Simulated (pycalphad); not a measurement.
Computed with pycalphad from the COST 507 light-alloy database (1999), at 1 atm. The database dates from 1999; later assessments differ in places, in temperatures and in the compounds included.

Molar enthalpy of Al-0.77Si-3.77Fe (at.%) in equilibrium (SER reference):

```tsv
T (°C)	H (kJ/mol)	phases
1577	55.17	liquid
1477	51.95	liquid
1377	48.73	liquid
1277	45.53	liquid
1177	42.33	liquid
1077	39.13	liquid
977	35.95	liquid
927	34.35	liquid
877	32.76	liquid
777	28.48	liquid + AL13FE4
677	24.13	liquid + AL13FE4
627	12.59	fcc + AL13FE4 + ALFESI_ALPHA
577	10.90	fcc + AL13FE4 + ALFESI_ALPHA
477	7.74	fcc + ALFESI_ALPHA + AL13FE4
377	4.78	fcc + ALFESI_ALPHA + AL13FE4
277	1.96	fcc + ALFESI_ALPHA + AL13FE4
```

Cooling from 877 °C to 627 °C, across the freezing range, releases 20.2 kJ/mol, or 719 J/g. The slope is 32 J/(mol K) in the liquid and 34 J/(mol K) just below the solidus, where it includes any heat of precipitation. Liquidus 834 °C, solidus 632 °C. Changes were sought between steps of 50 K, so a narrower field can be missed.

Database names, with the compositions (at.%) that they take in these runs: AL13FE4: Al 76 Fe 24; ALFESI_ALPHA: Al 74 Fe 19 Si 7.
